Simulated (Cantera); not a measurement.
An isothermal, constant-pressure homogeneous reactor starts with CH4 : N2 = 1 : 120 (molar parts), at 1475 K and 0.0257 atm. Integrator tolerance rtol = 1e-08.

Detailed kinetics in Cantera: GRI-Mech 3.0 (53 species, 325 reactions). GRI-Mech 3.0 stops at C3 and has no aromatics, soot or wall deposition, so with more carbon than oxygen in the feed, carbon stays in small species such as C2H2 where larger ones or solid carbon would form. Radical loss at walls, strong at low pressure, is not modelled.

Question: What does this change do: CH4 1 to 0.14 parts?

Answer: 
```json
[
 {"quantity": "x(CH4) at 30.0 s", "before": "0.00142 (gas-phase equilibrium 6.33e-7)", "after": "0.000214 (gas-phase equilibrium 5.03e-9)"},
 {"quantity": "x(C2H2) at 30.0 s", "before": "0.00338 (gas-phase equilibrium 0.000257)", "after": "0.000469 (gas-phase equilibrium 5.70e-6)"},
 {"quantity": "x(H2) at 30.0 s", "before": "0.0102 (gas-phase equilibrium 0.0123)", "after": "0.00142 (gas-phase equilibrium 0.00174)"},
 {"quantity": "x(CH2) at 30.0 s", "before": "6.79e-9 (gas-phase equilibrium 5.47e-12)", "after": "6.53e-9 (gas-phase equilibrium <1e-12)"},
 {"quantity": "x(CH3) at 30.0 s", "before": "1.59e-5 (gas-phase equilibrium 9.33e-9)", "after": "6.22e-6 (gas-phase equilibrium 1.97e-10)"},
 {"quantity": "x(C2H) at 30.0 s", "before": "3.04e-9 (gas-phase equilibrium 3.02e-10)", "after": "1.12e-9 (gas-phase equilibrium 1.78e-11)"},
 {"quantity": "x(H) at 30.0 s", "before": "5.69e-6 (gas-phase equilibrium 8.98e-6)", "after": "2.11e-6 (gas-phase equilibrium 3.38e-6)"}
]
```

Question: What does this change do: pressure from 0.0257 atm to 1.00 atm?

Answer: 
| quantity | before | after |
|---|---|---|
| x(CH4) at 30.0 s | 0.00142 (gas-phase equilibrium 6.33e-7) | 0.000426 (gas-phase equilibrium 2.45e-5) |
| x(C2H2) at 30.0 s | 0.00338 (gas-phase equilibrium 0.000257) | 0.00387 (gas-phase equilibrium 0.000256) |
| x(H2) at 30.0 s | 0.0102 (gas-phase equilibrium 0.0123) | 0.0116 (gas-phase equilibrium 0.0123) |
| x(CH2) at 30.0 s | 6.79e-9 (gas-phase equilibrium 5.47e-12) | 9.43e-11 (gas-phase equilibrium 5.45e-12) |
| x(CH3) at 30.0 s | 1.59e-5 (gas-phase equilibrium 9.33e-9) | 1.01e-6 (gas-phase equilibrium 5.79e-8) |
| x(C2H) at 30.0 s | 3.04e-9 (gas-phase equilibrium 3.02e-10) | 7.29e-10 (gas-phase equilibrium 4.82e-11) |
| x(H) at 30.0 s | 5.69e-6 (gas-phase equilibrium 8.98e-6) | 1.36e-6 (gas-phase equilibrium 1.44e-6) |
